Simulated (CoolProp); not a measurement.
A simple Rankine cycle with propyne: condensing at 306.15 K, boiler at 1.91 MPa, turbine inlet 347.6 K, turbine efficiency 0.75, pump efficiency 0.8, no recuperator. Each further row changes one setting.

Values from CoolProp's reference Helmholtz-energy equation of state, Polt 1992. This equation is an older, rougher fit; its heat capacities, sound speeds and derivatives of the liquid may be far off and weren't checked against measurements.

```tsv
case	thermal efficiency (%)	net work (kJ/kg)	heat in (kJ/kg)	turbine exit temperature (K)	volume ratio over the turbine
as stated	7.5	36.6	486	306.1	2.62
turbine inlet 367.6 K	7.8	41.4	533	325.9	2.57
condensing temperature 298.15 K	9.0	45.3	504	298.2	3.26
boiler pressure 1.34 MPa	5.1	26.1	511	322.1	1.80
turbine efficiency 0.65	6.5	31.4	486	306.1	2.65
```

The expansion ends wet for: as stated; condensing temperature 298.15 K; turbine efficiency 0.65.
